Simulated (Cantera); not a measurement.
## Premixed flame

A freely propagating, adiabatic, planar premixed flame of CH₄ : O₂ : N₂ : CO₂ = 1 : 2.63 : 7.9 : 1.2 (molar parts), unburnt at 425 K and 100.0 Torr; mixture-averaged transport, grid criteria slope 0.08 and curve 0.16, no radiation.

Computed with Cantera and GRI-Mech 3.0 (53 species, 325 reactions). Burning velocities carry a grid error of a few per cent, more on coarse grids.

```tsv
z (mm)	T (K)	u (m/s)	x CH₄	x O₂	x CO₂	x CH₂CO	x CH₂	x C₂H
-7.91	425	0.714	0.0785	0.207	0.0942	<1e-8	<1e-8	<1e-8
-5.27	425	0.715	0.0784	0.206	0.0941	<1e-8	<1e-8	<1e-8
-3.95	428	0.721	0.0781	0.206	0.0940	<1e-8	<1e-8	<1e-8
-2.64	461	0.779	0.0757	0.203	0.0938	4.54e-8	<1e-8	<1e-8
-1.32	764	1.31	0.0568	0.178	0.0950	3.05e-6	1.60e-7	<1e-8
-0.659	1118	1.93	0.0328	0.143	0.0998	1.85e-5	4.06e-6	<1e-8
0	1468	2.55	0.00875	0.100	0.109	3.11e-5	1.95e-5	<1e-8
0.659	1606	2.79	0.000812	0.0758	0.121	5.68e-6	4.32e-6	<1e-8
1.32	1638	2.84	4.29e-5	0.0675	0.130	2.59e-7	2.57e-7	<1e-8
2.64	1670	2.89	1.74e-7	0.0630	0.139	<1e-8	<1e-8	<1e-8
5.27	1712	2.95	<1e-8	0.0607	0.144	<1e-8	<1e-8	<1e-8
10.5	1769	3.03	<1e-8	0.0589	0.148	<1e-8	<1e-8	<1e-8
21.1	1835	3.13	<1e-8	0.0567	0.153	<1e-8	<1e-8	<1e-8
```
x: mole fraction of selected species; z is measured from the peak of heat release.

| Item | Result |
|---|---|
| laminar burning velocity | 71.4 cm/s |
| thermal thickness | 2.64 mm |
| peak x(CH₂CO) | 3.33e-5 |
| peak x(CH₂) | 1.96e-5 |
| peak x(C₂H) | <1e-8 |
| grid points | 153 |
